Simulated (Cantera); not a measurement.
A Cantera script and its output.

```python
import numpy as np
import cantera as ct

gas = ct.Solution("gri30.yaml")
gas.TPX = 473, 97000, {'C3H8': 1, 'O2': 5.75, 'N2': 21.6}
flame = ct.FreeFlame(gas, width=0.041)
flame.set_refine_criteria(ratio=3, slope=0.08, curve=0.16)
flame.transport_model = "mixture-averaged"
flame.solve(loglevel=0, auto=True)
z, T = flame.grid, flame.T
thick = (T[-1] - T[0]) / np.gradient(T, z).max()
show = ['C3H8', 'O2', 'NO', 'CH3', 'HCO', 'CO2']
print(f"laminar burning velocity  {flame.velocity[0] * 100:.3f} cm/s")
print(f"burnt temperature         {T[-1]:.1f} K")
print(f"thermal thickness         {thick * 1e3:.4f} mm")
print(f"grid points               {len(z)}")
z0 = z[flame.heat_release_rate.argmax()]
print(f"{'z/mm':>9s}{'T/K':>9s}{'u/(m/s)':>9s}" + "".join(f"{s:>11s}" for s in show))
rows = []
for k in (-3, -2, -1.5, -1, -0.5, -0.25, 0, 0.25, 0.5, 1, 2, 4, 8):
    zz = z0 + k * thick
    rows.append([k * thick, np.interp(zz, z, T), np.interp(zz, z, flame.velocity),
                 *(np.interp(zz, z, flame.X[gas.species_index(s)]) for s in show)])
    print(f"{rows[-1][0] * 1e3:9.3f}{rows[-1][1]:9.1f}{rows[-1][2]:9.3f}" + "".join(f"{x:11.3e}" for x in rows[-1][3:]))
```

Output:

```
laminar burning velocity  94.220 cm/s
burnt temperature         2258.8 K
thermal thickness         0.3205 mm
grid points               143
     z/mm      T/K  u/(m/s)       C3H8         O2         NO        CH3        HCO        CO2
   -0.962    473.1    0.943  3.526e-02  2.027e-01  6.991e-11  9.135e-10  1.712e-19  1.318e-07
   -0.641    474.2    0.946  3.522e-02  2.024e-01  1.051e-09  1.218e-08  2.556e-15  2.886e-06
   -0.481    478.8    0.957  3.515e-02  2.017e-01  5.484e-09  6.730e-08  2.820e-13  1.876e-05
   -0.321    512.1    1.029  3.483e-02  1.981e-01  4.388e-08  1.054e-06  1.882e-10  1.956e-04
   -0.160    812.3    1.667  2.804e-02  1.696e-01  6.535e-07  1.925e-04  3.595e-07  3.453e-03
   -0.080   1205.4    2.540  1.196e-02  1.300e-01  1.815e-06  1.420e-03  1.605e-05  1.071e-02
    0.000   1600.6    3.441  5.752e-04  8.464e-02  3.969e-06  1.192e-03  8.110e-05  2.394e-02
    0.080   1769.1    3.810  9.733e-07  5.854e-02  6.993e-06  1.118e-04  2.147e-05  3.906e-02
    0.160   1822.9    3.910  3.799e-10  4.822e-02  9.516e-06  6.206e-06  1.488e-06  5.141e-02
    0.321   1886.9    4.019  2.634e-16  4.121e-02  1.311e-05  2.026e-08  6.197e-08  6.581e-02
    0.641   1967.9    4.164  3.808e-24  3.692e-02  1.871e-05  1.978e-12  3.168e-08  7.552e-02
    1.282   2056.2    4.326  6.369e-35  3.384e-02  2.784e-05  2.879e-16  1.480e-08  8.089e-02
    2.564   2138.1    4.474  1.463e-45  3.097e-02  4.339e-05  6.489e-17  5.551e-09  8.615e-02
```

Computed with Cantera and GRI-Mech 3.0 (53 species, 325 reactions). GRI-Mech 3.0 was tuned for natural gas; its chemistry of propane as a main component is partial and can be far from experiment. Burning velocities carry a grid error of a few per cent, more on coarse grids.
